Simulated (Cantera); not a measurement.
A jet of CH₄ : O₂ : N₂ = 0.047 : 0.091 : 0.79 (molar parts) at 300 K and 0.0286 atm hits a platinum plate 7.4 cm away at a mass flux of 0.14 kg/m²/s; the plate temperature is set and raised in steps from an oxygen-covered start.

Detailed kinetics in Cantera: Deutschmann's 1995 Pt surface mechanism with GRI-Mech 3.0 gas chemistry. Catalytic surfaces can have several steady states; this one follows from the mechanism file's or the stated starting coverage.

One state of this run: wall x CH₄ = 0.0154; wall x O₂ = 0.0232; wall x H₂O = 0.0651; wall x OH = 3.73e-6; wall x CO = 4.84e-5; wall x CO₂ = 0.0432; θ free Pt = 0.738; θ O* = 0.261. x: mole fraction at the wall; θ: surface coverage.

Which value of plate T (K) does it belong to?
A) 900
B) 1100
C) 1150
D) 1050

C, 1150
